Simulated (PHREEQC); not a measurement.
A solution holds 0.025 mol NaH2PO4 and 0.003 mol Na2B4O7 per kg of water, at 25 °C. Closed to the air; pH follows from the charge balance.

Model: ion-association model, phreeqc.dat, run in PHREEQC.

Each row changes one thing in this solution. No solid was allowed to form.

| case | pH | ionic strength (mol/kgw) | H2PO4- (mol/kgw) | HPO4-2 (mol/kgw) | NaHPO4- (mol/kgw) | H2BO3- (mol/kgw) |
|---|---|---|---|---|---|---|
| as made | 6.47 | 0.0366 | 0.0190 | 0.00580 | 0.000175 | 2.43e-5 |
| NaH2PO4 from 0.025 to 0.0375 mol/kgw | 6.22 | 0.0490 | ___ | 0.00576 | 0.000226 | 1.40e-5 |
| diluted 100-fold with water | 6.68 | 0.000370 | 0.000190 | 5.98e-5 | 3.31e-8 | ___ |
| Na2B4O7 from 0.003 to 0.006 mol/kgw | 6.90 | 0.0481 | 0.0131 | 0.0115 | 0.000383 | 0.000134 |
| Na2B4O7 from 0.003 to 0.0006 mol/kgw | 5.70 | 0.0273 | 0.0238 | 0.00118 | 3.24e-5 | 8.16e-7 |
| Na2B4O7 from 0.003 to 0.0015 mol/kgw | 6.12 | 0.0308 | 0.0220 | 0.00291 | 8.33e-5 | 5.39e-6 |
| Na2B4O7 from 0.003 to 0.0003 mol/kgw | 5.40 | 0.0262 | 0.0244 | 0.000600 | 1.64e-5 | 2.04e-7 |

Q: Complete the blanks.

A: 
- NaH2PO4 from 0.025 to 0.0375 mol/kgw, H2PO4- (mol/kgw): 0.0315
- diluted 100-fold with water, H2BO3- (mol/kgw): 3.34e-7
